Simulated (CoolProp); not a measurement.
Saturation properties of normal hydrogen (Tc = 33.1 K, pc = 1296 kPa, ω = -0.219).

Computed with CoolProp (reference Helmholtz-energy equation of state, Leachman 2009).

```csv
T (K),p (kPa),liquid density (kg/m³),vapour density (kg/m³),enthalpy of vaporisation (kJ/kg),liquid viscosity (µPa s),vapour viscosity (µPa s)
24.2,269.9,65.91,3.294,419.0,10.0,1.22
24.9,314.3,64.86,3.814,410.5,9.53,1.27
25.6,363.5,63.74,4.400,400.8,9.05,1.32
26.3,418.0,62.56,5.060,389.9,8.59,1.37
27,477.9,61.31,5.805,377.5,8.16,1.42
27.6,533.8,60.15,6.524,365.5,7.79,1.47
28.3,604.7,58.70,7.470,349.7,7.38,1.53
29,682.1,57.12,8.560,331.7,6.97,1.60
29.7,766.1,55.36,9.831,310.9,6.56,1.68
30.4,857.4,53.36,11.34,286.4,6.13,1.77
31.1,956.3,51.02,13.20,256.7,5.69,1.88
31.8,1063,48.09,15.63,218.8,5.19,2.03
32.5,1180,43.92,19.28,163.9,4.58,2.25
```

It boils at 20.4 K under 1 atm.

Viscosity comes from a separate model (Muzny 2013).
